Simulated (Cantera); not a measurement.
Input (Python, Cantera) and output of one run.

```python
import numpy as np
import cantera as ct

gas_names = [...]  # 113 gases of nasa_gas.yaml made of C, H, O, Pb
cond_names = """
    C(gr) C6H6(L) C7H8(L) C8H18(L),n-octa H2O(s) H2O(L) Pb(cr) Pb(L) PbO(rd) PbO(yw) PbO(L) PbO2(s)
    Pb3O4(s)
""".split()


# ... load() reads the species with a 1 bar reference pressure and builds the phases ...
atoms = {
    'Pb': {'Pb': 1},
    'CO': {'C': 1, 'O': 1},
    'H2': {'H': 2},
}
top_T = {'C(gr)': 4500, 'Pb3O4(s)': 820}  # K; cautious upper limits of use, not melting points


# ... equilibrate(T, P, feed) seeds the gas with the atoms and calls Mixture.equilibrate('TP', solver="gibbs", rtol=1e-10, max_steps=50000) ...
results = []
T = 1125  # K
P = 13332.2  # Pa
for m in [0.25, 1.3, 2.3, 3.3, 4.3, 5.3, 6.3]:
    feed = {'Pb': 1, 'CO': 4.1, 'H2': m}  # mol
    mix = equilibrate(T, P, feed)
    results.append((T, P, feed, dict(zip(mix.species_names, mix.species_moles))))

top = {s: max(r[3][s] / sum(r[3][g] for g in gas_names) for r in results) for s in gas_names}
cols = sorted((s for s in top if top[s] > 0.001), key=lambda s: -top[s])[:7]
seen = [c for c in cond_names if any(r[3].get(c, 0) > 1e-12 for r in results)]
print("log10 of partial pressures in bar; condensed amounts in mol")
print(f"{'n(H2)':>10s}" + "".join(f"{s[:9]:>10s}" for s in cols + seen))
for T, P, feed, n in results:
    ng = sum(n[g] for g in gas_names)
    print(f"{feed['H2']:10.4g}" + "".join(f"{np.log10(max(n[s] / ng * P / 1e5, 1e-99)):10.3f}" for s in cols)
          + "".join(f"{n.get(c, 0):10.4g}" for c in seen))
```

Result:

```
log10 of partial pressures in bar; condensed amounts in mol
     n(H2)        CO        H2       CO2       H2O        Pb       CH4     C(gr)     Pb(L)
      0.25    -0.905    -2.117    -3.043    -4.213    -3.723    -5.773   0.03134    0.9939
       1.3    -0.999    -1.495    -3.230    -3.685    -3.723    -4.530   0.03085    0.9924
       2.3    -1.072    -1.321    -3.378    -3.585    -3.723    -4.182   0.02931     0.991
       3.3    -1.135    -1.228    -3.504    -3.555    -3.723    -3.995   0.02717    0.9895
       4.3    -1.190    -1.168    -3.614    -3.550    -3.723    -3.876   0.02463    0.9881
       5.3    -1.239    -1.126    -3.711    -3.557    -3.723    -3.792   0.02182    0.9867
       6.3    -1.283    -1.095    -3.799    -3.569    -3.723    -3.730   0.01882    0.9853
```

Cantera equilibrium calculation (NASA polynomials, part measured and part estimated; ideal gas, pure solids and liquids).
